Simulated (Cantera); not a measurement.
Input: 1 mol Ta(OEt)5, 12 mol H2O, 86 mol H2, equilibrated at 1.40 Pa.

Equilibrium computed with Cantera from the NASA thermochemical tables; the gas is ideal and each condensed phase is pure. Candidate condensed phases: C, C6H6, C7H8, C8H18, H2O, Ta, TaC, Ta2O5; 113 gas species. The feed counts by its element totals alone. Kinetics and transport are ignored.

Q: Which condensed phases are stable at each of these points (T (K)): 1875, 1900, 1925, 1950, 1975, 2000, 2025, 2050, 2075, 2100?

A: 
| T (K) | condensed phases | Ta condensed (%) |
|---|---|---|
| 1875 | Ta2O5(s) | 85.6 |
| 1900 | Ta2O5(s) | 74.9 |
| 1925 | Ta2O5(s) | 57.0 |
| 1950 | Ta2O5(s) | 27.7 |
| 1975 | gas only | 0.0 |
| 2000 | gas only | 0.0 |
| 2025 | gas only | 0.0 |
| 2050 | gas only | 0.0 |
| 2075 | gas only | 0.0 |
| 2100 | gas only | 0.0 |

From 1875 K to 1950 K the condensed part is Ta2O5(s). From 1975 K to 2100 K nothing is condensed.
